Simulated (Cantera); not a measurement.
Feed: 1 mol Al₂O₃, 1.5 mol H₂, equilibrated at 3.20 bar.

Cantera equilibrium calculation (NASA polynomials, part measured and part estimated; ideal gas, pure solids and liquids). Candidate condensed phases: Al, Al₂O₃, H₂O; 19 gas species. The tables' values for AlOH are old estimates; treat these amounts as uncertain. Gases not in the tables: Al(OH)₃. Rates play no part.

Task: At 2425 °C, list the 4 most abundant gas species with their mole fractions, and the condensed phases.

Result: H₂ 0.958, H 0.0309, H₂O 0.00676, Al 0.00181. Condensed: Al₂O₃(l).
